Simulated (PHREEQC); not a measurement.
# Reverse-osmosis permeate

Model water analysis in mg/L, 25 °C, pH 6.6, pe 8.8: Na 3.6; K 0.864; Ca 3.97; Mg 3.28; Cl 7.35; S(6) as SO4 0.134; Alkalinity as HCO3 27.1; B 0.0941; Ba 0.0107.

Valence states are taken as typed.

All values are PHREEQC results (ion-association model, phreeqc.dat), not measurements.

| Property | Value |
|---|---|
| ionic strength | 0.000884 mol/kgw |
| charge-balance error | -0.6 % |

| species | molality | activity | log γ |
|---|---|---|---|
| HCO3- | 0.000443 | 0.000429 | -0.014 |
| CO2 | 0.000242 | 0.000242 | 0.000 |
| Cl- | 0.000207 | 0.000200 | -0.015 |
| Na+ | 0.000157 | 0.000151 | -0.015 |
| Mg+2 | 0.000134 | 0.000118 | -0.057 |
| Ca+2 | 9.85e-5 | 8.63e-5 | -0.058 |
| K+ | 2.21e-5 | 2.14e-5 | -0.015 |

This is a speciation only: nothing precipitates in the calculation. Complexes and solids missing from the database can't appear.
